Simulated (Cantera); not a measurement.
What does this Cantera script print?

```python
import numpy as np
import cantera as ct

gas = ct.Solution("gri30.yaml")


def delay(T, t_max=10):
    gas.TPX = T, 270000, {'CH4': 1, 'O2': 3.64, 'N2': 13.7, 'H2O': 0.75}
    reactor = ct.IdealGasReactor(gas, clone=False)
    net = ct.ReactorNet([reactor])
    net.rtol, net.atol = 1e-8, 1e-16
    while net.time < t_max:
        t_old, T_old = net.time, reactor.T
        net.step()
        if reactor.T > T + 400:  # ignition: a rise of 400 K
            return t_old + (T + 400 - T_old) / (reactor.T - T_old) * (net.time - t_old)
    return np.nan


taus = []
for T in [1025, 1075, 1125, 1175, 1225, 1275]:
    taus.append(delay(T))
    print(f"T0 = {T:6g} K   tau = {taus[-1]:.4e} s")
```

Result:

```
T0 =   1025 K   tau = 1.8112e-01 s
T0 =   1075 K   tau = 8.2058e-02 s
T0 =   1125 K   tau = 3.9243e-02 s
T0 =   1175 K   tau = 1.9545e-02 s
T0 =   1225 K   tau = 1.0076e-02 s
T0 =   1275 K   tau = 5.3602e-03 s
```

Model: GRI-Mech 3.0 (53 species, 325 reactions), integrated in Cantera.
